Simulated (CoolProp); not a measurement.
Vapour-liquid equilibrium of n-hexane (1) + dimethyl carbonate (2) at 1.23 MPa; x and y are mole fractions of (1).

Model: multi-fluid Helmholtz-energy mixture model, Thol 2019 and Zhou 2011; pair parameters Bell 2016, in CoolProp.

| x | bubble temperature, mixture model (K) | bubble temperature, Raoult's law (K) | y, mixture model | y, Raoult's law |
|---|---|---|---|---|
| 0.05 | 462.5 | 467.1 | 0.121 | 0.067 |
| 0.15 | … | 465.2 | 0.285 | 0.194 |
| 0.25 | 450.2 | 463.2 | … | 0.313 |
| 0.35 | 447.3 | 461.4 | 0.468 | 0.425 |
| 0.45 | 445.4 | 459.5 | … | 0.530 |
| 0.55 | 444.3 | 457.7 | … | 0.628 |
| 0.65 | 443.8 | 455.9 | 0.656 | 0.721 |
| 0.75 | 444.1 | 454.1 | 0.728 | 0.807 |
| 0.85 | 445.3 | 452.4 | 0.816 | 0.888 |
| 0.95 | 447.9 | 450.7 | … | 0.964 |

**Question.** Some entries are withheld; supply them.

**Answer.** 
- 0.15, bubble temperature, mixture model (K): 454.9
- 0.25, y, mixture model: 0.391
- 0.45, y, mixture model: 0.532
- 0.55, y, mixture model: 0.593
- 0.95, y, mixture model: 0.930

The largest gap from Raoult's law is -14.1 K in bubble temperature, at x = 0.45. y crosses x between x = 0.65 and 0.75: the model has an azeotrope there.

The pair parameters rest on a limited set of measurements; away from them the model extrapolates.
